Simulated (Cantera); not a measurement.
Charge: 1 mol SiH4, 0.61 mol Cl2, 15 mol H2, equilibrated at 70000 Pa.

These are equilibrium values from Cantera (NASA tables, ideal gas, pure condensed phases), not measurements of a reactor. Candidate condensed phases: Si; 19 gas species. Rates play no part.

Over these rows the condensed part is Si(s). Partial pressures as log10 of bar:

| T (K) | 1000/T (1/K) | log p SiCl2 | log p H2 | log p HCl |
|---|---|---|---|---|
| 1073 | 0.9320 | -3.67 | -0.17 | -2.07 |
| 1173 | 0.8525 | -3.09 | -0.17 | -1.81 |
| 1273 | 0.7855 | -2.66 | -0.18 | -1.63 |
| 1373 | 0.7283 | ? | -0.18 | -1.52 |
| 1473 | 0.6789 | -2.28 | -0.18 | -1.48 |
| 1573 | 0.6357 | -2.22 | -0.18 | -1.47 |

Problem. Fit log p(SiCl2) = a + b·(1000/T) to the five rows, give the apparent enthalpy, and predict the row at 1373 K.

Solution. Means: 1000/T = 0.7769, log p = -2.784. Sxy = -0.288515, Sxx = 0.0593868, so b = -4.86 and a = -2.784 − (-4.86)×0.7769 = 0.99.
Apparent enthalpy: −19.145 × (-4.86) = 93 kJ/mol. With the condensed phases at unit activity, Si(s) + 2 HCl(g) = SiCl2(g) + H2(g) links this pressure to the main gases: over the six rows their terms move log p by +1.21 in all, so the slope isn't that reaction's ΔH° alone. The five rows lie within 0.17 of the line; that is curvature, so one enthalpy describes this range poorly.
Prediction at 1373 K: 0.99 + (-4.86)×0.7283 = -2.55. The computed value is -2.41, 0.14 from the line.
